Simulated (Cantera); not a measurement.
## SiCl₄ + NH₃ + N₂ (silicon nitride deposition)

Charge: 1 mol SiCl₄, 3.4 mol NH₃, 1.4 mol N₂, at 875 K and 13.3 mbar.

These are equilibrium values from Cantera (NASA tables, ideal gas, pure condensed phases), not measurements of a reactor. Candidate condensed phases: NH₄Cl, Si, Si₃N₄; 28 gas species. Kinetics and transport are ignored.

- x(H₂): 0.376
- x(HCl): 0.326
- x(N₂): 0.273
- x(SiCl₄): 0.0242
- x(SiHCl₃): 6.11e-5
- x(NH₃): 2.40e-6
- x(SiCl₃): 2.38e-6
- n(Si₃N₄(s)): 0.257 mol
- gas amount: 9.457 mol
- log10 activity of Si(s) (absent): -7.42
